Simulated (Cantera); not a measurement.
Charge: 1 mol Si, a varied amount of HCl, 7.3 mol H2, at 1052 °C and 310000 Pa.

Method: chemical equilibrium by Gibbs-energy minimisation in Cantera with the NASA 1993 tables (ideal gas, pure condensed phases). Candidate condensed phases: Si; 19 gas species. The numbers say what is thermodynamically allowed, not how fast it happens.

Q: What share of the Si ends up in condensed phases as a function of n(HCl) (mol), at 0.74, 1.3, 1.9, 2.5, 3.1, 3.7, 4.3, 4.9, 5.5?

A: 
```tsv
n(HCl) (mol)	Si condensed (%)	as
0.74	84.3	Si(s)
1.3	69.3	Si(s)
1.9	53.0	Si(s)
2.5	36.6	Si(s)
3.1	20.2	Si(s)
3.7	3.8	Si(s)
4.3	0.0	-
4.9	0.0	-
5.5	0.0	-
```
